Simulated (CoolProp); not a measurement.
Methanol along the isobar 160 bar: fugacity coefficient from the reference equation and from simpler models built on Tc = 513.4 K, pc = 82.16 bar, ω = 0.565; each cubic takes its own stable root.

Values from CoolProp's reference Helmholtz-energy equation of state, de Reuck 1993.

| T (K) | phase | reference |
|---|---|---|
| 265.5 | liquid | 0.0002030 |
| 269 | liquid | 0.0002551 |
| 272.6 | liquid | 0.0003204 |
| 276.2 | liquid | 0.0003999 |
| 279.8 | liquid | 0.0004959 |
| 283.4 | liquid | 0.0006111 |
| 286.9 | liquid | 0.0007445 |
| 290.5 | liquid | 0.0009071 |
| 294.1 | liquid | 0.001099 |
| 297.7 | liquid | 0.001325 |
| 301.3 | liquid | 0.001589 |
| 304.8 | liquid | 0.001886 |
| 308.4 | liquid | 0.002241 |
| 312 | liquid | 0.002649 |
| 315.6 | liquid | 0.003119 |

Problem. How far does each simpler model (van der Waals, Soave-Redlich-Kwong, Peng-Robinson) lie from the reference over these 15 states: mean and median of the absolute difference, and the worst?

Solution. 
- van der Waals: mean 6484.7 %, median 5351.4 %, worst +14619.2 % at 265.5 K and 160 bar
- Soave-Redlich-Kwong: mean 12.7 %, median 12.0 %, worst -25.9 % at 265.5 K and 160 bar
- Peng-Robinson: mean 7.8 %, median 7.1 %, worst -17.9 % at 265.5 K and 160 bar
